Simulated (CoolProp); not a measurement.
Vapour-liquid equilibrium of ethylene (1) + 1-butene (2) at 227.4 K; x and y are mole fractions of (1).

The numbers come from the multi-fluid Helmholtz-energy mixture model, Smukala 2000 and Lemmon 2005; pair parameters Bell 2016 in CoolProp.

| x | bubble pressure, mixture model (MPa) | bubble pressure, Raoult's law (MPa) | y, mixture model | y, Raoult's law |
|---|---|---|---|---|
| 0.05 | 0.07227 | 0.07597 | 0.785 | 0.801 |
| 0.125 | 0.1569 | 0.1661 | 0.905 | 0.916 |
| 0.2 | 0.2419 | 0.2561 | 0.942 | 0.950 |
| 0.275 | 0.3275 | 0.3462 | 0.959 | 0.967 |
| 0.35 | 0.4137 | 0.4363 | 0.970 | 0.976 |
| 0.425 | 0.5006 | 0.5264 | 0.977 | 0.983 |
| 0.5 | 0.5882 | 0.6165 | 0.982 | 0.987 |
| 0.575 | 0.6765 | 0.7065 | 0.986 | 0.990 |
| 0.65 | 0.7655 | 0.7966 | 0.989 | 0.993 |
| 0.725 | 0.8557 | 0.8867 | 0.992 | 0.995 |
| 0.8 | 0.9477 | 0.9768 | 0.994 | 0.997 |
| 0.875 | 1.043 | 1.067 | 0.996 | 0.998 |
| 0.95 | 1.144 | 1.157 | 0.998 | 0.999 |

The largest gap from Raoult's law is -5.5 % in bubble pressure, at x = 0.2. No azeotrope shows between x = 0.05 and 0.95.

The pair parameters rest on a limited set of measurements; away from them the model extrapolates.
